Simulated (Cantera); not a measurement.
Mixture: C2H4 : O2 : N2 : H2O = 1 : 2.31 : 13.6 : 0.43 (molar parts), at 0.960 bar, adiabatic and at constant pressure. Ignition delay is the time to a rise of 400 K.

Detailed kinetics in Cantera: GRI-Mech 3.0 (53 species, 325 reactions). GRI-Mech 3.0 was tuned for natural gas; its chemistry of ethylene as a main component is partial and can be far from experiment. Where the delays flatten at high temperature, the 400 K rule measures the pace of heat release, not the induction time.

Q: Predict: delay at 1425 K; delay at 1500 K; delay at 1575 K; delay at 1650 K; delay at 1725 K; apparent activation energy between 1575 and 1725 K.

A: 
* **delay at 1425 K**: 56.3 µs
* **delay at 1500 K**: 40.2 µs
* **delay at 1575 K**: 30.4 µs
* **delay at 1650 K**: 23.8 µs
* **delay at 1725 K**: 19.2 µs
* **apparent activation energy between 1575 and 1725 K**: 69 kJ/mol
